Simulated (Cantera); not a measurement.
A perfectly stirred reactor is fed with NH₃ : H₂ : N₂ = 1 : 1.9 : 0.029 (molar parts), at 750 Torr; it is held at 2300 K, and followed from long to short residence time.

Detailed kinetics in Cantera: the gas-phase N/H chemistry of the illustrative SiF4/NH3 mechanism in the Surface Chemkin manual (1991). Walls and surfaces, which speed up NH3 decomposition in real reactors, are not modelled.

x: mole fraction; the columns are a selection and need not sum to one.

```json
[
 {"τ (s)": "2.4", "x NH₃": "0.000665", "x H₂": "0.857", "x N": "2.37e-6", "x NH": "4.95e-6", "x NH₂": "2.18e-5", "x H": "0.00887"},
 {"τ (s)": "1.1", "x NH₃": "0.00101", "x H₂": "0.857", "x N": "3.42e-6", "x NH": "7.26e-6", "x NH₂": "3.27e-5", "x H": "0.00871"},
 {"τ (s)": "0.50", "x NH₃": "0.00161", "x H₂": "0.856", "x N": "4.81e-6", "x NH": "1.06e-5", "x NH₂": "4.98e-5", "x H": "0.00837"},
 {"τ (s)": "0.23", "x NH₃": "0.00273", "x H₂": "0.856", "x N": "6.35e-6", "x NH": "1.53e-5", "x NH₂": "7.79e-5", "x H": "0.00771"},
 {"τ (s)": "0.10", "x NH₃": "0.00563", "x H₂": "0.856", "x N": "7.51e-6", "x NH": "2.18e-5", "x NH₂": "0.000134", "x H": "…"},
 {"τ (s)": "0.047", "x NH₃": "0.0125", "x H₂": "0.853", "x N": "7.57e-6", "x NH": "2.86e-5", "x NH₂": "0.000229", "x H": "…"},
 {"τ (s)": "0.021", "x NH₃": "0.0295", "x H₂": "0.843", "x N": "7.21e-6", "x NH": "3.69e-5", "x NH₂": "0.000400", "x H": "…"},
 {"τ (s)": "0.0096", "x NH₃": "0.0610", "x H₂": "0.824", "x N": "6.96e-6", "x NH": "4.60e-5", "x NH₂": "0.000648", "x H": "…"},
 {"τ (s)": "0.0044", "x NH₃": "0.111", "x H₂": "0.792", "x N": "6.77e-6", "x NH": "5.55e-5", "x NH₂": "0.000969", "x H": "…"},
 {"τ (s)": "0.0020", "x NH₃": "0.177", "x H₂": "0.751", "x N": "6.56e-6", "x NH": "6.36e-5", "x NH₂": "0.00132", "x H": "…"}
]
```

Task: Some entries are withheld; supply them.

Result: 
- 0.10, x H: 0.00642
- 0.047, x H: 0.00492
- 0.021, x H: 0.00362
- 0.0096, x H: 0.00276
- 0.0044, x H: 0.00218
- 0.0020, x H: 0.00177
